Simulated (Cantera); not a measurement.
Input: 1 mol borazine, 8.6 mol H2, held at 1802 °C and 1.00 Torr.

Method: chemical equilibrium by Gibbs-energy minimisation in Cantera with the NASA 1993 tables (ideal gas, pure condensed phases). Candidate condensed phases: B, BN; 15 gas species. The feed counts by its element totals alone. The tables' values for BH2 are old estimates; treat these amounts as uncertain. Kinetics and transport are ignored.

Base state: H2 0.822, N2 0.111, H 0.0661, BH2 0.000583, B 0.000333, BH 1.93e-5 (mole fractions); condensed: B(s).

Task: What changes in the equilibrium state with this change: pressure from 1.00 Torr to 2.78 Torr?

Result: 
```tsv
species	before	after
H2	0.822	0.865
N2	0.111	0.0935
H	0.0661	0.0407
BH2	0.000583	0.000613
B	0.000333	0.000120
BH	1.93e-5	1.19e-5
B(s), mol	2.99	2.44
BN(s), mol	0	0.550
```
Mutual solubility and eutectic melting of coexisting phases are not modelled.

Task: What changes in the equilibrium state with this change: temperature from 1802 °C to 1550 °C?

Result: 
| species | before | after |
|---|---|---|
| H2 | 0.822 | 0.983 |
| H | 0.0661 | 0.0118 |
| N2 | 0.111 | 0.00487 |
| BH2 | 0.000583 | 0.000151 |
| B | 0.000333 | 3.94e-6 |
| BH | 1.93e-5 | 6.67e-7 |
| B(s), mol | 2.99 | 0.112 |
| BN(s), mol | 0 | 2.89 |
Mutual solubility and eutectic melting of coexisting phases are not modelled.

Task: What changes in the equilibrium state with this change: borazine replaced by B2H6?

Result: 
| species | before | after |
|---|---|---|
| H2 | 0.822 | 0.929 |
| H | 0.0661 | 0.0703 |
| BH2 | 0.000583 | 0.000658 |
| N2 | 0.111 | 0 |
| BH | 1.93e-5 | 2.06e-5 |
| B | 0.000333 | 0.000333 |
| B(s), mol | 2.99 | 1.99 |
